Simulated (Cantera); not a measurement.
Mixture: C2H4 : O2 : N2 : H2O = 1 : 4.55 : 17.1 : 0.51 (molar parts), equivalence ratio 0.66, at 7500 Torr, adiabatic and at constant pressure. Ignition delay is the time to a rise of 400 K.

Computed with Cantera and GRI-Mech 3.0 (53 species, 325 reactions). GRI-Mech 3.0 was tuned for natural gas; its chemistry of ethylene as a main component is partial and can be far from experiment.

Question: Predict: delay at 1200 K; delay at 1275 K; delay at 1350 K; delay at 1425 K; delay at 1500 K; apparent activation energy between 1350 and 1500 K.

Answer: 
| Quantity | Result |
|---|---|
| delay at 1200 K | 0.688 ms |
| delay at 1275 K | 0.154 ms |
| delay at 1350 K | 38.4 µs |
| delay at 1425 K | 12.8 µs |
| delay at 1500 K | 6.46 µs |
| apparent activation energy between 1350 and 1500 K | 200 kJ/mol |
